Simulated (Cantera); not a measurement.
A closed system holds: 1 mol CH₃SiH₃, 0.44 mol C₃H₈, 430 mol H₂, equilibrated at 7.50 Torr.

Method: chemical equilibrium by Gibbs-energy minimisation in Cantera with the NASA 1993 tables (ideal gas, pure condensed phases). Candidate condensed phases: C, C₆H₆, C₇H₈, C₈H₁₈, Si, SiC; 87 gas species. The feed counts by its element totals alone. Gases not in the tables: Si₂H₆ and higher silanes. The numbers say what is thermodynamically allowed, not how fast it happens.

### Question
Which condensed phases are stable at each of these points (T (°C)): 777, 877, 977, 1077, 1177, 1277, 1377, 1477, 1577, 1677, 1777, 1877, 1977, 2077?

### Answer
| T (°C) | condensed phases | Si condensed (%) |
|---|---|---|
| 777 | C(graphite) + SiC(s) | 100.0 |
| 877 | C(graphite) + SiC(s) | 100.0 |
| 977 | C(graphite) + SiC(s) | 100.0 |
| 1077 | C(graphite) + SiC(s) | 100.0 |
| 1177 | C(graphite) + SiC(s) | 100.0 |
| 1277 | C(graphite) + SiC(s) | 100.0 |
| 1377 | C(graphite) + SiC(s) | 100.0 |
| 1477 | C(graphite) + SiC(s) | 99.8 |
| 1577 | C(graphite) + SiC(s) | 99.0 |
| 1677 | C(graphite) + SiC(s) | 94.4 |
| 1777 | C(graphite) + SiC(s) | 73.2 |
| 1877 | C(graphite) | 0.0 |
| 1977 | gas only | 0.0 |
| 2077 | gas only | 0.0 |

From 777 °C to 1777 °C the condensed part is C(graphite) + SiC(s). At 1877 °C the condensed part is C(graphite). From 1977 °C to 2077 °C nothing is condensed.
